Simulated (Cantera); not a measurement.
## Thermodynamics of carbothermic reduction, feed CuO + CO

A closed system holds: 1 mol CuO, 0.74 mol CO, held at 875 K and 975 Torr.

Equilibrium computed with Cantera from the NASA thermochemical tables; the gas is ideal and each condensed phase is pure. Candidate condensed phases: C, Cu, CuO, Cu₂O; 15 gas species. Kinetics and transport are ignored.

* **x(CO₂)**: 1.000
* **n(Cu(s))**: 0.480 mol
* **n(Cu₂O(s))**: 0.260 mol
* **gas amount**: 0.7400 mol
* **log10 activity of C(graphite) (absent)**: -11.02
